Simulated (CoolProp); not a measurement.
Saturation properties of toluene (Tc = 591.7 K, pc = 41.26 bar, ω = 0.266).

The numbers come from the reference Helmholtz-energy equation of state, Lemmon 2006 in CoolProp. It is a short technical equation, of lower accuracy than the large ones.

```json
[
 {"T (K)": "308.9", "p (bar)": "0.06471", "liquid density (kg/m³)": "852.1", "vapour density (kg/m³)": "0.2334", "enthalpy of vaporisation (kJ/kg)": "406.5", "liquid conductivity (mW/(m K))": "127"},
 {"T (K)": "331.8", "p (bar)": "___", "liquid density (kg/m³)": "830.4", "vapour density (kg/m³)": "0.5937", "enthalpy of vaporisation (kJ/kg)": "393.0", "liquid conductivity (mW/(m K))": "121"},
 {"T (K)": "354.6", "p (bar)": "0.4085", "liquid density (kg/m³)": "___", "vapour density (kg/m³)": "1.304", "enthalpy of vaporisation (kJ/kg)": "___", "liquid conductivity (mW/(m K))": "115"},
 {"T (K)": "377.5", "p (bar)": "0.8456", "liquid density (kg/m³)": "785.5", "vapour density (kg/m³)": "2.574", "enthalpy of vaporisation (kJ/kg)": "364.8", "liquid conductivity (mW/(m K))": "109"},
 {"T (K)": "400.3", "p (bar)": "1.585", "liquid density (kg/m³)": "761.9", "vapour density (kg/m³)": "4.646", "enthalpy of vaporisation (kJ/kg)": "349.5", "liquid conductivity (mW/(m K))": "103"},
 {"T (K)": "423.2", "p (bar)": "2.757", "liquid density (kg/m³)": "736.9", "vapour density (kg/m³)": "___", "enthalpy of vaporisation (kJ/kg)": "333.0", "liquid conductivity (mW/(m K))": "___"},
 {"T (K)": "446", "p (bar)": "4.489", "liquid density (kg/m³)": "710.5", "vapour density (kg/m³)": "12.59", "enthalpy of vaporisation (kJ/kg)": "315.0", "liquid conductivity (mW/(m K))": "92.9"},
 {"T (K)": "468.9", "p (bar)": "6.951", "liquid density (kg/m³)": "___", "vapour density (kg/m³)": "19.44", "enthalpy of vaporisation (kJ/kg)": "294.8", "liquid conductivity (mW/(m K))": "88.5"},
 {"T (K)": "491.7", "p (bar)": "10.29", "liquid density (kg/m³)": "650.5", "vapour density (kg/m³)": "29.15", "enthalpy of vaporisation (kJ/kg)": "271.8", "liquid conductivity (mW/(m K))": "84.6"},
 {"T (K)": "514.6", "p (bar)": "14.73", "liquid density (kg/m³)": "614.8", "vapour density (kg/m³)": "43.17", "enthalpy of vaporisation (kJ/kg)": "___", "liquid conductivity (mW/(m K))": "81.3"},
 {"T (K)": "537.4", "p (bar)": "20.46", "liquid density (kg/m³)": "572.6", "vapour density (kg/m³)": "63.89", "enthalpy of vaporisation (kJ/kg)": "211.8", "liquid conductivity (mW/(m K))": "78.6"}
]
```

What belongs in the gaps?


- 331.8, p (bar): 0.1757
- 354.6, liquid density (kg/m³): 808.4
- 354.6, enthalpy of vaporisation (kJ/kg): 379.2
- 423.2, vapour density (kg/m³): 7.858
- 423.2, liquid conductivity (mW/(m K)): 97.8
- 468.9, liquid density (kg/m³): 681.9
- 514.6, enthalpy of vaporisation (kJ/kg): 244.7

It boils at 383.7 K under 1 atm.

Thermal conductivity comes from a separate model (Assael 2012).
